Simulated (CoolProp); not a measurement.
Computed with CoolProp (reference Helmholtz-energy equation of state, Lemmon 2006). It is a short technical equation, of lower accuracy than the large ones.

For acetone, give the phase and the density (kg/m³), cp (kJ/(kg K)), isothermal compressibility (1/MPa), expansivity (1/kK) at 332.7 K and 15.4 MPa; 357.3 K and 15.4 MPa; 369.6 K and 15.4 MPa.


- 332.7 K and 15.4 MPa: liquid; density 763, cp 2.19, isothermal compressibility 0.00142, expansivity 1.37
- 357.3 K and 15.4 MPa: liquid; density 737, cp 2.26, isothermal compressibility 0.00175, expansivity 1.47
- 369.6 K and 15.4 MPa: liquid; density 724, cp 2.29, isothermal compressibility 0.00196, expansivity 1.53
